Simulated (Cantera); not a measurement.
Input: 1 mol C2H2, 0.19 mol O2, 7.8 mol H2, at 100000 Pa.

These are equilibrium values from Cantera (NASA tables, ideal gas, pure condensed phases), not measurements of a reactor. Candidate condensed phases: C, C6H6, C7H8, C8H18, H2O; 110 gas species. Kinetics and transport are ignored.

Over these rows the condensed part is C(graphite). Partial pressures as log10 of bar:

| T (K) | 1000/T (1/K) | log p C2H2 (acetylene) | log p H2 | log p CO |
|---|---|---|---|---|
| 1325 | 0.7547 | -6.09 | -0.02 | -1.38 |
| 1425 | 0.7018 | ? | -0.02 | -1.38 |
| 1525 | 0.6557 | -4.94 | -0.02 | -1.38 |
| 1625 | 0.6154 | -4.47 | -0.02 | -1.38 |
| 1725 | 0.5797 | -4.05 | -0.02 | -1.38 |
| 1825 | 0.5479 | -3.69 | -0.02 | -1.38 |

Fit log p(C2H2 (acetylene)) = a + b·(1000/T) to the five rows, give the apparent enthalpy, and predict the row at 1425 K.

Means: 1000/T = 0.6307, log p = -4.648. Sxy = -0.298652, Sxx = 0.0256919, so b = -11.62 and a = -4.648 − (-11.62)×0.6307 = 2.68.
Apparent enthalpy: −19.145 × (-11.62) = 222 kJ/mol. With the condensed phases at unit activity, 2 C(graphite) + H2(g) = C2H2 (acetylene)(g) links this pressure to the main gases: over the six rows their terms move log p by +0.00 in all, so the slope is close to that reaction's ΔH°. The five rows lie within 0.01 of the line.
Prediction at 1425 K: 2.68 + (-11.62)×0.7018 = -5.47. The computed value is -5.47, 0.00 from the line.
